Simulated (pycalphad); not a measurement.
All values are pycalphad results on the COST 507 light-alloy database (1999) (1 atm), not direct measurements. The data set is of 1999 and partly superseded. Kinetics are ignored, which matters at the lower temperatures.

Molar enthalpy of Ti-31.83Hf-0.2629B (wt.%) in equilibrium (SER reference):

```
T (°C)  H (kJ/mol)           phases
------  ----------  ---------------
2577        110.57           LIQUID
2377        101.41           LIQUID
2177         92.25           LIQUID
1977         83.09           LIQUID
1777         73.95           LIQUID
1677         69.39           LIQUID
1577         55.48  BCC_A2 + LIQUID
1477         46.96      BCC_A2 + BM
1377         43.57      BCC_A2 + BM
1177         37.12      BCC_A2 + BM
977          31.02      BCC_A2 + BM
777          20.97      HCP_A3 + BM
577          14.54      HCP_A3 + BM
377           8.48      HCP_A3 + BM
```

Cooling from 1677 °C to 1477 °C, across the freezing range, releases 22.4 kJ/mol, or 364 J/g. The slope is 46 J/(mol K) in the liquid and 34 J/(mol K) just below the solidus, where it includes any heat of precipitation. Liquidus 1624 °C, solidus 1544 °C. Changes were sought between steps of 100 K, so a narrower field can be missed.

Database names, with the compositions (at.%) that they take in these runs: BM: Ti 49 B 50 Hf 0. BCC_A2 is bcc; HCP_A3 is hcp.
